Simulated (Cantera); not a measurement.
Cantera run, input and output.

```python
import numpy as np
import cantera as ct

gas = ct.Solution("h2o2.yaml")
gas.TPX = 1325, 410, {'H2': 0.013, 'O2': 1, 'N2': 2.7}
reactor = ct.IdealGasConstPressureReactor(gas, energy="off", clone=False)
net = ct.ReactorNet([reactor])
net.rtol, net.atol = 1e-08, 1e-18
show = ['H2', 'O2', 'OH', 'H2O2', 'O']
times = np.geomspace(3e-05, 100, 15)

steps = ct.SolutionArray(gas, extra=["t"])
rows = []
print(f"{'t/s':>10s}{'T/K':>9s}{'P/Pa':>11s}" + "".join(f"{s:>11s}" for s in show))
for t in times:
    while net.time < t:
        t_next = net.step()
        steps.append(gas.state, t=t_next)
    rows.append([np.interp(t, steps.t, y) for y in (steps.T, steps.P, *steps(*show).X.T)])
    print(f"{t:10.3e}{rows[-1][0]:9.1f}{rows[-1][1]:11.4g}" + "".join(f"{x:11.3e}" for x in rows[-1][2:]))
rate = np.gradient(steps.T, steps.t)
print("integrator steps:", len(steps.t))
if steps.T.max() > steps.T[0] + 200:
    print(f"time of steepest temperature rise: {steps.t[rate.argmax()]:.4e} s")
gas.TPX = 1325, 410, {'H2': 0.013, 'O2': 1, 'N2': 2.7}
gas.equilibrate("TP")
print(f"equilibrium (TP): T = {gas.T:.1f} K  " + "  ".join(f"{s} {gas[s].X[0]:.3e}" for s in show))
```

Result:

```
       t/s      T/K       P/Pa         H2         O2         OH       H2O2          O
 3.000e-05   1325.0        410  3.501e-03  2.693e-01  3.254e-12  2.407e-16  3.259e-12
 8.771e-05   1325.0        410  3.501e-03  2.693e-01  2.602e-11  2.051e-15  2.613e-11
 2.564e-04   1325.0        410  3.501e-03  2.693e-01  1.860e-10  1.739e-14  1.885e-10
 7.497e-04   1325.0        410  3.501e-03  2.693e-01  1.057e-09  1.457e-13  1.100e-09
 2.192e-03   1325.0        410  3.501e-03  2.693e-01  4.833e-09  1.175e-12  5.376e-09
 6.408e-03   1325.0        410  3.501e-03  2.693e-01  2.939e-08  8.561e-12  3.594e-08
 1.873e-02   1325.0        410  3.499e-03  2.693e-01  1.071e-06  4.957e-11  1.363e-06
 5.477e-02   1325.0        410  5.229e-04  2.666e-01  7.479e-04  3.905e-09  2.246e-03
 1.601e-01   1325.0        410  1.786e-05  2.660e-01  3.868e-04  1.296e-09  3.020e-03
 4.682e-01   1325.0        410  1.730e-05  2.661e-01  3.808e-04  1.284e-09  2.920e-03
 1.369e+00   1325.0        410  1.581e-05  2.663e-01  3.641e-04  1.251e-09  2.654e-03
 4.002e+00   1325.0        410  1.236e-05  2.666e-01  3.223e-04  1.154e-09  2.051e-03
 1.170e+01   1325.0        410  6.825e-06  2.673e-01  2.397e-04  9.095e-10  1.110e-03
 3.420e+01   1325.0        410  2.198e-06  2.678e-01  1.362e-04  4.936e-10  3.510e-04
 1.000e+02   1325.0        410  4.500e-07  2.680e-01  6.168e-05  1.584e-10  7.107e-05
integrator steps: 1170
equilibrium (TP): T = 1325.0 K  H2 1.427e-08  O2 2.680e-01  OH 1.100e-05  H2O2 7.683e-12  O 2.242e-06
```

Cantera simulation using the H2/O2 subset of GRI-Mech 3.0, which has no nitrogen chemistry; the numbers are that mechanism's predictions, not measurements. Radical loss at walls, strong at low pressure, is not modelled.
